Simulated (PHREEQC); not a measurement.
# Copper plating or etch bath: an equilibrium model

A solution holds 37 mmol/kgw CuCl2, 9.5 mmol/kgw HCl and 2.5 mmol/kgw FeCl3, at 25 °C. Closed to the air; pH follows from the charge balance.

Model: ion-association model, wateq4f.dat, run in PHREEQC.

This is a speciation only: nothing precipitates in the calculation.

What pH does the model give?

pH 2.09.

In which forms is Cu present?

Cu+2 92 %, CuCl+ 8.0 % of the Cu.

The solution is supersaturated, for example in Hematite (slow to form), Goethite (slow to form), so a real one may precipitate; this is no full list.
